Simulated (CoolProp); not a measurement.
R13 along the isobar 0.196 MPa: fugacity coefficient from the reference equation and from simpler models built on Tc = 303.0 K, pc = 3.973 MPa, ω = 0.175; each cubic takes its own stable root.

Values from CoolProp's reference Helmholtz-energy equation of state, Platzer 1990. This equation is an older, rougher fit; its heat capacities, sound speeds and derivatives of the liquid may be far off and weren't checked against measurements.

| T (K) | phase | reference |
|---|---|---|
| 116.3 | liquid | 0.0003523 |
| 140.6 | liquid | 0.01041 |
| 164.9 | liquid | 0.09370 |
| 189.1 | liquid | 0.4339 |
| 213.4 | gas | 0.9465 |
| 237.6 | gas | 0.9626 |
| 261.9 | gas | 0.9729 |
| 286.2 | gas | 0.9798 |
| 310.4 | gas | 0.9846 |
| 334.7 | gas | 0.9881 |
| 359 | gas | 0.9907 |

Question: How far does each simpler model (Redlich-Kwong, Peng-Robinson) lie from the reference over these 11 states: mean and median of the absolute difference, and the worst?

Answer: 
- Redlich-Kwong: mean 15.8 %, median 0.4 %, worst +47.6 % at 140.6 K and 0.196 MPa
- Peng-Robinson: mean 2.9 %, median 0.2 %, worst +25.2 % at 116.3 K and 0.196 MPa
